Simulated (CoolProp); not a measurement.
Properties of n-pentane along the isobar 13.6 MPa.

The numbers come from the reference Helmholtz-energy equation of state, Thol 2019 in CoolProp.

```
T (K)   phase  density (kg/m³)  Joule-Thomson coefficient (K/MPa)  isothermal compressibility (1/MPa)  expansivity (1/kK)  Prandtl number
-----  ------  ---------------  ---------------------------------  ----------------------------------  ------------------  --------------
359.9  liquid            581.2                            -0.2811                            0.002888               1.627            3.09
363.9  liquid            577.4                            -0.2710                            0.003006               1.649            3.04
367.9  liquid            573.5                            -0.2608                            0.003130               1.671            2.99
372    liquid            569.6                            -0.2499                            0.003264               1.695            2.94
376    liquid            565.7                            -0.2390                            0.003402               1.720            2.89
380.1  liquid            561.7                            -0.2275                            0.003551               1.746            2.84
384.1  liquid            557.8                            -0.2160                            0.003704               1.772            2.80
388.1  liquid            553.8                            -0.2041                            0.003866               1.799            2.75
392.2  liquid            549.7                            -0.1914                            0.004042               1.828            2.70
396.2  liquid            545.7                            -0.1787                            0.004223               1.857            2.66
400.3  liquid            541.5                            -0.1652                            0.004419               1.888            2.61
404.3  liquid            537.4                            -0.1516                            0.004622               1.920            2.57
408.3  liquid            533.2                            -0.1374                            0.004837               1.952            2.52
412.4  liquid            529.0                            -0.1224                            0.005070               1.987            2.48
416.4  liquid            524.7                            -0.1072                            0.005312               2.022            2.44
420.5  liquid            520.4                           -0.09098                            0.005575               2.060            2.39
```

Viscosity comes from a separate model (Quiñones-Cisneros 2006), older than the equation that it now runs on, and unchecked against measurements. Thermal conductivity comes from a separate model (Vassiliou 2015).
